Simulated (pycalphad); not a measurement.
An equivalent pycalphad script:

```python
from pycalphad import Database, equilibrium, calculate, variables as v
import numpy as np
db = Database('COST507.tdb')
comps = ['CU', 'SI', 'VA']
phases = ['BCC_A2', 'CU19SI6_ETA', 'CU33SI7_DELTA', 'CU4SI_EPSILON', 'CU56SI11_GAMMA', 'DIAMOND_A4', 'FCC_A1', 'HCP_A3', 'LIQUID']
eq = equilibrium(db, comps, phases, {v.X('SI'): 0.635, v.T: np.arange(2350, 499, -50), v.P: 101325, v.N: 1}, output=['HM', 'SM'])
```

Source of the numbers: pycalphad with the COST 507 light-alloy database (1999); pressure 1 atm. The database dates from 1999; later assessments differ in places, in temperatures and in the compounds included. Amounts are mole fractions of atoms. Kinetics are ignored, which matters at the lower temperatures.

Results at three of the temperatures:

```
T = 1850.00 K, P = 101325 Pa, N = 1 mol of atoms
G = -108403 J/mol, H = 72145 J/mol, S = 97.59 J/(mol K)  (SER reference)
chemical potentials (J/mol): Cu -135188, Si -93006
phase             fraction      x(Cu)      x(Si)
LIQUID              1.0000     0.3650     0.6350
```

```
T = 700.00 K, P = 101325 Pa, N = 1 mol of atoms
G = -22717 J/mol, H = 10841 J/mol, S = 47.94 J/(mol K)  (SER reference)
chemical potentials (J/mol): Cu -31821, Si -17484
phase             fraction      x(Cu)      x(Si)
DIAMOND_A4          0.5197       none     1.0000
CU19SI6_ETA         0.4803     0.7600     0.2400
```

```
T = 500.00 K, P = 101325 Pa, N = 1 mol of atoms
G = -13932 J/mol, H = 5826 J/mol, S = 39.52 J/(mol K)  (SER reference)
chemical potentials (J/mol): Cu -19702, Si -10615
phase             fraction      x(Cu)      x(Si)
DIAMOND_A4          0.5197       none     1.0000
CU19SI6_ETA         0.4803     0.7600     0.2400
```

Changes of the phase set, refined by bisection:

| T (K) | phases above | phases below |
|---|---|---|
| 1446.7 | LIQUID | DIAMOND_A4 + LIQUID |
| 1073.7 | DIAMOND_A4 + LIQUID | CU19SI6_ETA + DIAMOND_A4 |

Database names, with the compositions (at.%) that they take in these runs: CU19SI6_ETA: Cu 76 Si 24. DIAMOND_A4 is diamond (Si). An entry "none" or "no" means that the model of the phase leaves that element out. The hcp model here describes the intermediate κ phase of Cu-Si.
